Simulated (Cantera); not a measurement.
# Reactions in the system Cl-Fe-N-O

Source: NASA polynomial tables (part measured, part estimated), evaluated in Cantera. Values are per mole of reaction as written; species without (g) are pure solids or liquids, kept so even where they would boil at 1 bar. FeO: taken at fixed stoichiometry.

2 N(g) + Fe2O3 ⇌ 2 FeO + N2O(g)

```json
[
 {"T (K)": "973", "ΔH° (kJ)": "-599.7", "ΔS° (J/K)": "-79.3", "ΔG° (kJ)": "-522.5", "log10 K": "28.05", "condensed phases": "Fe2O3(s), FeO(s)"},
 {"T (K)": "1073", "ΔH° (kJ)": "-601.5", "ΔS° (J/K)": "-81.0", "ΔG° (kJ)": "-514.5", "log10 K": "25.05", "condensed phases": "Fe2O3(s), FeO(s)"},
 {"T (K)": "1173", "ΔH° (kJ)": "-602.5", "ΔS° (J/K)": "-81.9", "ΔG° (kJ)": "-506.4", "log10 K": "22.55", "condensed phases": "Fe2O3(s), FeO(s)"},
 {"T (K)": "1273", "ΔH° (kJ)": "-603.0", "ΔS° (J/K)": "-82.4", "ΔG° (kJ)": "-498.2", "log10 K": "20.44", "condensed phases": "Fe2O3(s), FeO(s)"},
 {"T (K)": "1373", "ΔH° (kJ)": "-603.2", "ΔS° (J/K)": "-82.5", "ΔG° (kJ)": "-489.9", "log10 K": "18.64", "condensed phases": "Fe2O3(s), FeO(s)"},
 {"T (K)": "1473", "ΔH° (kJ)": "-603.1", "ΔS° (J/K)": "-82.4", "ΔG° (kJ)": "-481.7", "log10 K": "17.08", "condensed phases": "Fe2O3(s), FeO(s)"},
 {"T (K)": "1573", "ΔH° (kJ)": "-602.9", "ΔS° (J/K)": "-82.3", "ΔG° (kJ)": "-473.5", "log10 K": "15.72", "condensed phases": "Fe2O3(s), FeO(s)"},
 {"T (K)": "1673", "ΔH° (kJ)": "-554.2", "ΔS° (J/K)": "-52.8", "ΔG° (kJ)": "-465.9", "log10 K": "14.55", "condensed phases": "Fe2O3(s), FeO(l)"}
]
```

Fe2O3 + 6 Cl(g) ⇌ 2 FeCl3(g) + O3(g)

```json
[
 {"T (K)": "973", "ΔH° (kJ)": "-310.9", "ΔS° (J/K)": "-223.5", "ΔG° (kJ)": "-93.4", "log10 K": "5.01"},
 {"T (K)": "1073", "ΔH° (kJ)": "-317.1", "ΔS° (J/K)": "-229.6", "ΔG° (kJ)": "-70.7", "log10 K": "3.44"},
 {"T (K)": "1173", "ΔH° (kJ)": "-322.8", "ΔS° (J/K)": "-234.8", "ΔG° (kJ)": "-47.5", "log10 K": "2.11"},
 {"T (K)": "1273", "ΔH° (kJ)": "-328.2", "ΔS° (J/K)": "-239.2", "ΔG° (kJ)": "-23.8", "log10 K": "0.98"},
 {"T (K)": "1373", "ΔH° (kJ)": "-333.3", "ΔS° (J/K)": "-243.0", "ΔG° (kJ)": "0.3", "log10 K": "-0.01"},
 {"T (K)": "1473", "ΔH° (kJ)": "-338.2", "ΔS° (J/K)": "-246.5", "ΔG° (kJ)": "24.8", "log10 K": "-0.88"},
 {"T (K)": "1573", "ΔH° (kJ)": "-343.0", "ΔS° (J/K)": "-249.6", "ΔG° (kJ)": "49.6", "log10 K": "-1.65"},
 {"T (K)": "1673", "ΔH° (kJ)": "-347.5", "ΔS° (J/K)": "-252.4", "ΔG° (kJ)": "74.7", "log10 K": "-2.33"}
]
```
